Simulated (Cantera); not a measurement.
What does this Cantera script print?

```python
import numpy as np
import cantera as ct

gas_names = [...]  # 87 gases of nasa_gas.yaml made of C, H, Si
cond_names = """
    C(gr) C6H6(L) C7H8(L) C8H18(L),n-octa Si(cr) Si(L) SiC(b)
""".split()


# ... load() reads the species with a 1 bar reference pressure and builds the phases ...
atoms = {
    'CH3SiH3': {'C': 1, 'H': 6, 'Si': 1},
    'CH4': {'C': 1, 'H': 4},
    'H2': {'H': 2},
}
top_T = {'C(gr)': 4500, 'SiC(b)': 3050}  # K; cautious upper limits of use, not melting points


# ... equilibrate(T, P, feed) seeds the gas with the atoms and calls Mixture.equilibrate('TP', solver="vcs", rtol=1e-11, max_steps=5000) ...
results = []
feed = {'CH3SiH3': 1, 'CH4': 2.8, 'H2': 120}  # mol
P = 4200  # Pa
for T in [925, 1025, 1125, 1225, 1325, 1425, 1525, 1625, 1725, 1825, 1925, 2025, 2125, 2225]:
    mix = equilibrate(T, P, feed)
    results.append((T, P, feed, dict(zip(mix.species_names, mix.species_moles))))

top = {s: max(r[3][s] / sum(r[3][g] for g in gas_names) for r in results) for s in gas_names}
cols = sorted((s for s in top if top[s] > 1e-06), key=lambda s: -top[s])[:8]
seen = [c for c in cond_names if any(r[3].get(c, 0) > 1e-12 for r in results)]
print("log10 of partial pressures in bar; condensed amounts in mol")
print(f"{'T/K':>10s}" + "".join(f"{s[:9]:>10s}" for s in cols + seen))
for T, P, feed, n in results:
    ng = sum(n[g] for g in gas_names)
    print(f"{T:10.4g}" + "".join(f"{np.log10(max(n[s] / ng * P / 1e5, 1e-99)):10.3f}" for s in cols)
          + "".join(f"{n.get(c, 0):10.4g}" for c in seen))
```

Output:

```
log10 of partial pressures in bar; condensed amounts in mol
       T/K        H2         H       CH4 C2H2,acet        Si      SiC2       SiH      Si2C     C(gr)    SiC(b)
       925    -1.381   -10.275    -3.406   -11.277   -21.367   -27.648   -19.892   -27.458     1.608         1
      1025    -1.378    -9.050    -3.890   -10.034   -18.497   -23.874   -17.441   -23.742     2.407         1
      1125    -1.377    -8.041    -4.294    -9.016   -16.140   -20.776   -15.430   -20.695     2.645         1
      1225    -1.377    -7.195    -4.636    -8.167   -14.170   -18.188   -13.750   -18.152     2.729         1
      1325    -1.377    -6.475    -4.927    -7.447   -12.499   -15.996   -12.327   -15.998     2.764         1
      1425    -1.377    -5.855    -5.178    -6.830   -11.064   -14.116   -11.105   -14.152     2.779         1
      1525    -1.377    -5.314    -5.396    -6.294    -9.820   -12.486   -10.046   -12.553     2.785         1
      1625    -1.377    -4.840    -5.586    -5.826    -8.730   -11.060    -9.119   -11.155     2.783         1
      1725    -1.377    -4.420    -5.755    -5.413    -7.767    -9.802    -8.301    -9.922     2.771    0.9999
      1825    -1.378    -4.045    -5.905    -5.046    -6.911    -8.685    -7.574    -8.828     2.741    0.9994
      1925    -1.379    -3.709    -6.040    -4.718    -6.146    -7.687    -6.924    -7.851     2.682    0.9969
      2025    -1.381    -3.406    -6.163    -4.425    -5.456    -6.789    -6.341    -6.973     2.579    0.9857
      2125    -1.385    -3.133    -6.278    -4.161    -4.833    -5.978    -5.814    -6.180     2.422    0.9402
      2225    -1.392    -2.885    -6.388    -3.925    -4.266    -5.242    -5.337    -5.461     2.236    0.7718
```

Equilibrium computed with Cantera from the NASA thermochemical tables; the gas is ideal and each condensed phase is pure. The feed counts by its element totals alone. Gases not in the tables: Si2H6 and higher silanes.
